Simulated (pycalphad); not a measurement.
CALPHAD calculation (pycalphad, COST 507 light-alloy database (1999)), 1 atm. These are 1990s assessments: newer ones move some temperatures and phases. Phase fractions are per mole of atoms.

Give the equilibrium state of Zr-83Si (at.%) at 727 °C.


```
T = 1000.00 K, P = 101325 Pa, N = 1 mol of atoms
G = -62196 J/mol, H = -11793 J/mol, S = 50.40 J/(mol K)  (SER reference)
chemical potentials (J/mol): Zr -217523, Si -30382
phase             fraction      x(Zr)      x(Si)
SI2ZR               0.5100     0.3333     0.6667
DIAMOND_A4          0.4900       none     1.0000
```

Give the equilibrium state of Zr-83Si (at.%) at 1407 °C.

liquid, fraction 0.659, with 91.4 Si at.%; SI2ZR, fraction 0.341, with 66.7 Si at.%.

Database names, with the compositions (at.%) that they take in these runs: SI2ZR: Si 67 Zr 33. DIAMOND_A4 is diamond (Si). An entry "none" or "no" means that the model of the phase leaves that element out.
